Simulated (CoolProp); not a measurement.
Vapour-liquid equilibrium of R152A (1) + isobutene (2) at 0.0634 bar; x and y are mole fractions of (1).

The numbers come from the multi-fluid Helmholtz-energy mixture model, Outcalt 1996 and Lemmon 2005; pair parameters Bell 2016 in CoolProp.

Give the bubble temperature and the first vapour's composition at x = 0.25, 0.35, 0.55. Is there an azeotrope?

x = 0.25: 200.7 K, y = 0.623; x = 0.35: 199.9 K, y = 0.662; x = 0.55: 199.3 K, y = 0.700. y crosses x between x = 0.65 and 0.75: the model has an azeotrope there.

Pair parameters are fitted to limited data, so mixtures are less certain than the pure fluids.
